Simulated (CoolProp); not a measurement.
Saturation properties of hexamethyldisiloxane (MM).

The numbers come from the reference Helmholtz-energy equation of state, Thol 2016 in CoolProp.

```
T (°C)  p (kPa)  liquid density (kg/m³)  vapour density (kg/m³)  enthalpy of vaporisation (kJ/kg)  liquid cp (kJ/(kg K))
------  -------  ----------------------  ----------------------  --------------------------------  ---------------------
77.45     49.16                   702.0                   2.847                             204.4                  2.046
85.25     63.59                   693.0                   3.631                             200.5                    ___
93.05     81.17                   683.8                   4.577                             196.6                  2.093
100.85    102.3                   674.5                   5.708                             192.5                  2.117
108.55    127.2                   665.0                   7.032                             188.4                  2.141
116.35    156.9                   655.2                     ___                             184.1                  2.166
124.15      ___                     ___                   10.47                             179.6                  2.192
131.95    232.2                   634.8                   12.63                             175.0                  2.219
139.65    278.1                   624.3                   15.11                             170.3                  2.246
147.45      ___                   613.2                   18.03                             165.2                  2.276
155.25    392.2                     ___                   21.42                             159.9                  2.307
163.05    461.1                     ___                   25.35                             154.4                  2.340
170.85    538.7                   577.3                   29.92                             148.5                  2.376
178.55    624.8                   564.3                   35.17                             142.3                  2.415
186.35    722.3                   550.3                     ___                             135.5                  2.461
```

Complete the blanks.


- 85.25, liquid cp (kJ/(kg K)): 2.069
- 116.35, vapour density (kg/m³): 8.612
- 124.15, p (kPa): 191.7
- 124.15, liquid density (kg/m³): 645.1
- 147.45, p (kPa): 331.5
- 155.25, liquid density (kg/m³): 601.8
- 163.05, liquid density (kg/m³): 589.8
- 186.35, vapour density (kg/m³): 41.39

It boils at 100.5 °C under 1 atm.
